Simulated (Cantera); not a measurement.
Charge: 1 mol Si, 2 mol N₂O, 280 mol H₂, at 80.0 mbar.

Equilibrium computed with Cantera from the NASA thermochemical tables; the gas is ideal and each condensed phase is pure. Candidate condensed phases: H₂O, Si, SiO₂, Si₂N₂O, Si₃N₄; 35 gas species. The tables hold silica as quartz up to 1696 K and as liquid above; real silica turns to tridymite and cristobalite and melts near 1996 K. Kinetics and transport are ignored.

**Question.** Which condensed phases are stable at each of these points (T (°C)): 1350, 1375, 1400, 1425, 1450, 1475, 1500, 1525, 1550, 1575, 1600, 1625, 1650, 1675?

**Answer.** 
```
T (°C)  condensed phases  Si condensed (%)
------  ----------------  ----------------
1350      SiO₂(β-quartz)              78.8
1375      SiO₂(β-quartz)              71.3
1400      SiO₂(β-quartz)              61.5
1425     SiO₂(condensed)              48.9
1450     SiO₂(condensed)              33.0
1475     SiO₂(condensed)              12.8
1500            gas only               0.0
1525            gas only               0.0
1550            gas only               0.0
1575            gas only               0.0
1600            gas only               0.0
1625            gas only               0.0
1650            gas only               0.0
1675            gas only               0.0
```

From 1350 °C to 1400 °C the condensed part is SiO₂(β-quartz). From 1425 °C to 1475 °C the condensed part is SiO₂(condensed). From 1500 °C to 1675 °C nothing is condensed.
